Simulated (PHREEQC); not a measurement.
PHREEQC input (Pitzer model, pitzer.dat):

```
SOLUTION 1
  temp 25
  units mol/kgw
  pH 7 charge
  S(6) 0.0982
  K 0.0044
  Na 0.622
  Cl 0.43
END
USE solution 1
INCREMENTAL_REACTIONS false
REACTION 1
  H2O -1
  0 9.886 18.011 24.689 30.178 34.689 38.397 41.444
  43.949 46.007 47.699 49.089 50.232 51.172 51.944 52.578
  53.1 53.528 53.88 54.17 54.408 54.603 moles
EQUILIBRIUM_PHASES 1
  Arcanite 0 0
  Glaserite 0 0
  Halite 0 0
  Mirabilite 0 0
  Misenite 0 0
  Sylvite 0 0
  Thenardite 0 0
SELECTED_OUTPUT 1
  -reset false
  -pH true
  -pe true
  -ionic_strength true
  -water true
  -activities H2O
  -totals Cl K Na S
  -molalities H+ Na+ K+ Cl- SO4-2 OH- HSO4-
  -equilibrium_phases Arcanite Glaserite Halite Mirabilite Misenite Sylvite Thenardite
PRINT
  -reset false
END
```

Selected output (columns that matter, 19 of 22 rows; water left (kg) added in front):

```
water left (kg)	pH	mu	Cl	K	Na	S	m_H+	m_Na+	m_K+	m_Cl-	m_SO4-2	la_H2O	Halite	Thenardite
1	7.1224	0.7246	0.43	0.0044	0.622	0.0982	1.0667e-07	0.622	0.0044	0.43	0.0982	-0.0078537	0	0
0.821894	7.1236	0.88162	0.52318	0.0053535	0.75679	0.11948	1.0514e-07	0.75679	0.0053535	0.52318	0.11948	-0.0095465	0	0
0.675514	7.1232	1.0727	0.63655	0.0065136	0.92078	0.14537	1.0302e-07	0.92078	0.0065136	0.63655	0.14537	-0.011621	0	0
0.456313	7.1175	1.5879	0.94234	0.0096425	1.3631	0.2152	9.6271e-08	1.3631	0.0096425	0.94234	0.2152	-0.01733	0	0
0.375043	7.1119	1.9321	1.1465	0.011732	1.6585	0.26184	9.1185e-08	1.6585	0.011732	1.1465	0.26184	-0.021264	0	0
0.30824	7.1043	2.3508	1.395	0.014275	2.0179	0.31858	8.4641e-08	2.0179	0.014275	1.395	0.31858	-0.02621	0	0
0.253345	7.0949	2.8601	1.6973	0.017368	2.4552	0.38761	7.6453e-08	2.4552	0.017368	1.6973	0.38761	-0.032496	0	0
0.208215	7.0841	3.4801	2.0652	0.021132	2.9873	0.47163	6.6554e-08	2.9873	0.021132	2.0652	0.47163	-0.040593	0	0
0.171138	7.0725	4.234	2.5126	0.02571	3.6345	0.57381	5.5123e-08	3.6345	0.02571	2.5126	0.57381	-0.051172	0	0
0.140655	7.0615	5.1516	3.0571	0.031282	4.4222	0.69816	4.2676e-08	4.4222	0.031282	3.0571	0.69816	-0.065232	0	0
0.0950203	7.0499	7.6209	4.5253	0.046306	6.5427	1.0318	1.8888e-08	6.5427	0.046306	4.5253	1.0318	-0.11035	0	0.00015371
0.0780853	6.9401	7.6575	5.5068	0.056349	6.8842	0.71689	1.6611e-08	6.8842	0.056349	5.5068	0.71689	-0.12838	0	0.042222
0.0641769	6.936	7.674	5.5555	0.06856	6.8992	0.70617	1.6441e-08	6.8992	0.06856	5.5555	0.70617	-0.12938	0.073468	0.05288
0.0527548	6.9372	7.6849	5.5604	0.083405	6.8933	0.70817	1.6352e-08	6.8933	0.083405	5.5604	0.70817	-0.12949	0.13666	0.06084
0.0433504	6.9388	7.6983	5.5664	0.1015	6.8861	0.71062	1.6244e-08	6.8861	0.1015	5.5664	0.71062	-0.12964	0.18869	0.067394
0.0292979	6.9431	7.7342	5.5825	0.15018	6.8668	0.71722	1.5956e-08	6.8668	0.15018	5.5825	0.71722	-0.13002	0.26644	0.077187
0.0240733	6.946	7.7583	5.5934	0.18278	6.8539	0.72166	1.5765e-08	6.8539	0.18278	5.5934	0.72166	-0.13028	0.29535	0.080827
0.0197855	6.9494	7.7877	5.6065	0.22239	6.8382	0.72707	1.5534e-08	6.8382	0.22239	5.6065	0.72707	-0.13059	0.31907	0.083815
0.0162724	6.9536	7.8233	5.6224	0.2704	6.8193	0.73364	1.5256e-08	6.8193	0.2704	5.6224	0.73364	-0.13098	0.33851	0.086262
```
